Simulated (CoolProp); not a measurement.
Saturation properties of R1132(E) (Tc = 348.8 K, pc = 5.174 MPa, ω = 0.245).

The numbers come from the reference Helmholtz-energy equation of state, Akasaka 2024 in CoolProp.

| T (K) | p (MPa) | liquid cp (kJ/(kg K)) | vapour Z |
|---|---|---|---|
| 259.8 | 0.5265 | 1.698 | 0.8942 |
| 265.9 | 0.6472 | 1.718 | 0.8781 |
| 272 | 0.7875 | 1.741 | 0.8604 |
| 278.1 | 0.9493 | 1.770 | 0.8412 |
| 284.2 | 1.134 | 1.806 | 0.8202 |
| 290.3 | 1.345 | 1.849 | 0.7975 |
| 296.4 | 1.584 | 1.902 | 0.7728 |
| 302.5 | 1.852 | 1.969 | 0.7459 |
| 308.6 | 2.152 | 2.054 | 0.7166 |
| 314.7 | 2.488 | 2.165 | 0.6843 |
| 320.8 | 2.860 | 2.318 | 0.6485 |
